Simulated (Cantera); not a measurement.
Gas mixture: 100 % O2, at 500000 Pa, frozen composition.

Cantera's kinetic-theory transport with the Lennard-Jones parameters of GRI-Mech 3.0, ideal gas; thermal conductivity in the mixture-averaged form.

One state of this run: ρ (kg/m³) = 3.21; cp (J/kg/K) = 1003; μ (µPa s) = 34.1; λ (mW/m/K) = 48.2; Pr = 0.709; D (cm²/s) C2H2 = 0.116; D (cm²/s) H = 0.869; D (cm²/s) OH = 0.215. D: mixture-averaged diffusion coefficient of that species in the mixture.

Which value of T (K) does it belong to?
(A) 600
(B) 800
(C) 500
(D) 700

A, 600
